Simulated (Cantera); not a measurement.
A closed system holds: 1 mol Cr, 8.8 mol N2O, 5.7 mol H2, at 1.33 mbar.

Method: chemical equilibrium by Gibbs-energy minimisation in Cantera with the NASA 1993 tables (ideal gas, pure condensed phases). Candidate condensed phases: Cr, CrN, Cr2N, Cr2O3, H2O; 29 gas species. Equilibrium is a limit: real reactors are often held back by kinetics, nucleation or transport. All values below are at 1600 K.

Base state: N2 0.574, H2O 0.371, O2 0.0516, OH 0.00126, NO 0.000820, H2 0.000297, O 9.03e-5, H 2.57e-5 (mole fractions); condensed: Cr2O3(s).

### Question
What changes in the equilibrium state with this change: Cr replaced by Ta?

### Answer
```json
[
 {"species": "N2", "before": "0.574", "after": "0.594"},
 {"species": "H2O", "before": "0.371", "after": "0.384"},
 {"species": "O2", "before": "0.0516", "after": "0.0200"},
 {"species": "H2", "before": "0.000297", "after": "0.000493"},
 {"species": "O", "before": "9.03e-5", "after": "5.61e-5"},
 {"species": "NO", "before": "0.000820", "after": "0.000518"},
 {"species": "Cr2O3(s), mol", "before": "0.500", "after": "0"},
 {"species": "Ta2O5(s), mol", "before": "0", "after": "0.500"}
]
```
Further candidate phases: Ta, Ta2O5.
